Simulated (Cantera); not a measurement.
A closed system holds: 1 mol FeS, 500 mol H2, 0.65 mol N2, at 330 Pa.

Equilibrium computed with Cantera from the NASA thermochemical tables; the gas is ideal and each condensed phase is pure. Candidate condensed phases: Fe, FeS, FeS2, S; 16 gas species. FeS: taken at fixed stoichiometry. Gases not in the tables: S3 to S7. Kinetics and transport are ignored.

Question: Which condensed phases are stable at each of these points (T (°C)): 452, 652, 852, 1052, 1252, 1452, 1652, 1852?

Answer: 
```csv
T (°C),condensed phases,Fe condensed (%)
452,Fe(α) + FeS(s),100.0
652,Fe(α) + FeS(s),100.0
852,Fe(α),100.0
1052,Fe(γ),100.0
1252,Fe(γ),96.2
1452,gas only,0.0
1652,gas only,0.0
1852,gas only,0.0
```

From 452 °C to 652 °C the condensed part is Fe(α) + FeS(s). At 852 °C the condensed part is Fe(α). From 1052 °C to 1252 °C the condensed part is Fe(γ). From 1452 °C to 1852 °C nothing is condensed.
